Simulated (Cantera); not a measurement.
Input: 1 mol CF4, 0.092 mol H2, at 2148 K and 0.133 bar.

Cantera equilibrium calculation (NASA polynomials, part measured and part estimated; ideal gas, pure solids and liquids). Candidate condensed phases: C, C6H6, C7H8, C8H18; 95 gas species. The tables' values for C2F4 are old estimates; treat these amounts as uncertain. Gases not in the tables: C2F6 and larger saturated fluorocarbons. The numbers say what is thermodynamically allowed, not how fast it happens.

Base state: CF4 0.740, HF 0.153, CF2 0.0802, F 0.0179, CF3 0.00960, CF 0.000156, C2F4 1.33e-5 (mole fractions); condensed: gas only.

Task: What changes in the equilibrium state with this change: H2 from 0.092 to 4.8 mol?

Result: 
| species | before | after |
|---|---|---|
| HF | 0.153 | 0.586 |
| H2 | 4.93e-9 | 0.406 |
| H | 8.01e-7 | 0.00727 |
| CF4 | 0.740 | <1e-9 |
| CF2 | 0.0802 | 1.50e-8 |
| F | 0.0179 | 7.56e-6 |
| CF3 | 0.00960 | <1e-9 |
| C2H2 (acetylene) | <1e-9 | 0.000777 |
| C(graphite), mol | 0 | 0.989 |

Task: What changes in the equilibrium state with this change: temperature from 2148 K to 1948 K?

Result: 
| species | before | after |
|---|---|---|
| CF4 | 0.740 | 0.817 |
| HF | 0.153 | 0.160 |
| CF2 | 0.0802 | 0.0177 |
| F | 0.0179 | 0.00293 |
| CF | 0.000156 | 1.04e-5 |
| C2F4 | 1.33e-5 | 3.13e-6 |
| CF3 | 0.00960 | 0.00288 |
| C(graphite), mol | 0 | 0.0358 |
